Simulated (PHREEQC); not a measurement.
# Metal-bearing waste water: speciation

Dissolve 55 mmol/kgw FeSO4, 0.015 mmol/kgw H3AsO4, 95 mmol/kgw HCl and 47 mmol/kgw NaCl at 25 °C. Closed to the air; pH follows from the charge balance.

Equilibrium calculation in PHREEQC: ion-association model, wateq4f.dat.

No solid was allowed to form.

### Question
Estimate the pH, ionic strength, activity of water.

### Answer
pH 1.30; ionic strength 0.253 mol/kgw; activity of water 0.994.

### Question
In which forms is Cl present?

### Answer
Cl- 98 %, FeCl+ 1.6 % of the Cl.

Complexes and solids missing from the database can't appear.
